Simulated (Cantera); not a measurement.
Charge: 1 mol BF₃, 0.11 mol NH₃, 10 mol N₂, held at 2075 K and 705 Torr.

These are equilibrium values from Cantera (NASA tables, ideal gas, pure condensed phases), not measurements of a reactor. Candidate condensed phases: B, BN; 31 gas species. The tables' values for BF₂ are old estimates; treat these amounts as uncertain. Kinetics and transport are ignored.

Base state: N₂ 0.891, BF₃ 0.0766, HF 0.0129, BF₂ 0.0106, H₂ 0.00779, BF 0.000872, BHF₂ 0.000522, H 0.000243 (mole fractions); condensed: gas only.

**Question.** What changes in the equilibrium state with this change: temperature from 2075 K to 1875 K?

**Answer.** 
| species | before | after |
|---|---|---|
| N₂ | 0.891 | 0.894 |
| BF₃ | 0.0766 | 0.0826 |
| H₂ | 0.00779 | 0.0110 |
| HF | 0.0129 | 0.00654 |
| BF₂ | 0.0106 | 0.00521 |
| H | 0.000243 | 7.09e-5 |
| BF | 0.000872 | 0.000297 |
